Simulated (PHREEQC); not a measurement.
Make-up at 24 °C: 170 mmol/kgw NH4Br. Closed to the air; pH follows from the charge balance.

Equilibrium calculation in PHREEQC: ion-association model, phreeqc.dat.

No solid was allowed to form.

Q: What pH, activity of water, specific conductance does the model give?

A: pH 5.16; activity of water 0.994; specific conductance 19900 µS/cm.

Complexes and solids missing from the database can't appear.
